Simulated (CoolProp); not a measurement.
Vapour-liquid equilibrium of R125 (1) + cyclopropane (2) at 314.1 K; x and y are mole fractions of (1).

Model: multi-fluid Helmholtz-energy mixture model, Lemmon 2005 and Polt 1992; pair parameters Bell 2016, in CoolProp. This equation is an older, rougher fit; its heat capacities, sound speeds and derivatives of the liquid may be far off and weren't checked against measurements.

| x | bubble pressure (kPa) | y at the bubble point | dew pressure at overall composition x (kPa) | liquid density (mol/L) |
|---|---|---|---|---|
| 0.05 | (withheld) | 0.160 | (withheld) | 13.72 |
| 0.2 | (withheld) | (withheld) | 1331 | 12.64 |
| 0.35 | 1863 | (withheld) | 1572 | 11.66 |
| 0.5 | 1996 | 0.598 | 1847 | 10.80 |
| 0.65 | 2082 | 0.690 | (withheld) | 10.08 |
| 0.8 | 2116 | 0.801 | 2116 | 9.518 |
| 0.95 | 2083 | (withheld) | 2080 | 9.113 |

**Question.** Fill in the missing entries.

**Answer.** 
- 0.05, bubble pressure (kPa): 1276
- 0.05, dew pressure at overall composition x (kPa): 1142
- 0.2, bubble pressure (kPa): 1653
- 0.2, y at the bubble point: 0.395
- 0.35, y at the bubble point: 0.510
- 0.65, dew pressure at overall composition x (kPa): 2052
- 0.95, y at the bubble point: 0.944

y crosses x between x = 0.8 and 0.95: the model has an azeotrope there.

Pair parameters are fitted to limited data, so mixtures are less certain than the pure fluids.
